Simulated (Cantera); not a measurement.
**Gas-phase reforming**

A perfectly stirred reactor is fed with 47.6 % CH₄, 52.4 % CO₂, at 10.0 bar; it is held at 1900 K, and followed from long to short residence time.

Model: GRI-Mech 3.0 (53 species, 325 reactions), integrated in Cantera.

```tsv
τ (s)	x CH₄	x CO₂	x H₂O₂	x C₂H₂	x H₂	x CO
11	0.00312	0.00617	<1e-12	0.000972	0.461	0.505
3.5	0.00556	0.00772	<1e-12	0.00306	0.453	0.501
1.1	0.00894	0.0108	<1e-12	0.00775	0.438	0.494
0.33	0.0136	0.0166	1.43e-12	0.0170	0.414	0.479
0.10	0.0201	0.0269	3.52e-12	0.0324	0.377	0.453
0.032	0.0289	0.0433	8.13e-12	0.0534	0.330	0.416
0.0099	0.0432	0.0719	1.68e-11	0.0788	0.274	0.363
```
x: mole fraction; the columns are a selection and need not sum to one.
